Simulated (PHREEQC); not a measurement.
Dissolve 35 mmol/kgw H2S and 0.87 mmol/kgw NaCl at 10 °C. Closed to the air; pH follows from the charge balance.

Model: ion-association model, phreeqc.dat, run in PHREEQC.

This is a speciation only: nothing precipitates in the calculation.

### Question
Predict the pH.

### Answer
pH 4.31.

At this temperature some constants are extrapolated from 25 °C, and those without enthalpy data are left unchanged.
